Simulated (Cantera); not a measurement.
An adiabatic, constant-pressure homogeneous reactor starts with 3.87 % C₃H₈, 20.2 % O₂, 75.9 % N₂, at 1450 K and 5.20 bar.

Cantera simulation using GRI-Mech 3.0 (53 species, 325 reactions); the numbers are that mechanism's predictions, not measurements. GRI-Mech 3.0 was tuned for natural gas; its chemistry of propane as a main component is partial and can be far from experiment.

Task: Predict: time of steepest temperature rise; temperature at 0.500 s; equilibrium temperature; x(O₂) at 0.500 s; x(NO) at 0.500 s; x(CO₂) at 0.500 s; x(HCN) at 0.500 s; x(N₂O) at 0.500 s.

Result: 
```
Quantity                                                             Value
---------------------------------  ---------------------------------------
time of steepest temperature rise                                  52.1 µs
temperature at 0.500 s                                              2837 K
equilibrium temperature                                             2837 K
x(O₂) at 0.500 s                     0.0208 (gas-phase equilibrium 0.0208)
x(NO) at 0.500 s                     0.0115 (gas-phase equilibrium 0.0115)
x(CO₂) at 0.500 s                    0.0702 (gas-phase equilibrium 0.0702)
x(HCN) at 0.500 s                  2.58e-9 (gas-phase equilibrium 2.58e-9)
x(N₂O) at 0.500 s                  1.39e-6 (gas-phase equilibrium 1.39e-6)
```
